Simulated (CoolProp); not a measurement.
Aqueous methanol as a coolant, at 22 °C, 1 atm.

The numbers come from the Melinder's fits for secondary coolants in CoolProp.

```json
[
 {"mass %": "4.5", "freezing point (°C)": "-2.7", "Prandtl number": "7.89", "conductivity (W/(m K))": "0.574", "viscosity (mPa s)": "1.08", "cp (kJ/(kg K))": "4.201"},
 {"mass %": "8.9", "freezing point (°C)": "-5.7", "Prandtl number": "9.24", "conductivity (W/(m K))": "0.548", "viscosity (mPa s)": "1.21", "cp (kJ/(kg K))": "4.198"},
 {"mass %": "13.3", "freezing point (°C)": "-9.1", "Prandtl number": "10.6", "conductivity (W/(m K))": "0.522", "viscosity (mPa s)": "1.33", "cp (kJ/(kg K))": "4.172"},
 {"mass %": "17.7", "freezing point (°C)": "-12.9", "Prandtl number": "12.0", "conductivity (W/(m K))": "0.498", "viscosity (mPa s)": "1.45", "cp (kJ/(kg K))": "4.134"},
 {"mass %": "22.1", "freezing point (°C)": "-17.1", "Prandtl number": "13.4", "conductivity (W/(m K))": "0.474", "viscosity (mPa s)": "1.55", "cp (kJ/(kg K))": "4.089"},
 {"mass %": "26.5", "freezing point (°C)": "-21.7", "Prandtl number": "14.6", "conductivity (W/(m K))": "0.451", "viscosity (mPa s)": "1.64", "cp (kJ/(kg K))": "4.038"},
 {"mass %": "30.9", "freezing point (°C)": "-26.8", "Prandtl number": "15.7", "conductivity (W/(m K))": "0.429", "viscosity (mPa s)": "1.69", "cp (kJ/(kg K))": "3.981"},
 {"mass %": "35.3", "freezing point (°C)": "-32.3", "Prandtl number": "16.6", "conductivity (W/(m K))": "0.408", "viscosity (mPa s)": "1.73", "cp (kJ/(kg K))": "3.915"},
 {"mass %": "39.6", "freezing point (°C)": "-38.1", "Prandtl number": "17.1", "conductivity (W/(m K))": "0.388", "viscosity (mPa s)": "1.73", "cp (kJ/(kg K))": "3.840"},
 {"mass %": "44", "freezing point (°C)": "-44.7", "Prandtl number": "17.4", "conductivity (W/(m K))": "0.370", "viscosity (mPa s)": "1.72", "cp (kJ/(kg K))": "3.751"},
 {"mass %": "48.4", "freezing point (°C)": "-51.8", "Prandtl number": "17.5", "conductivity (W/(m K))": "0.352", "viscosity (mPa s)": "1.68", "cp (kJ/(kg K))": "3.651"}
]
```
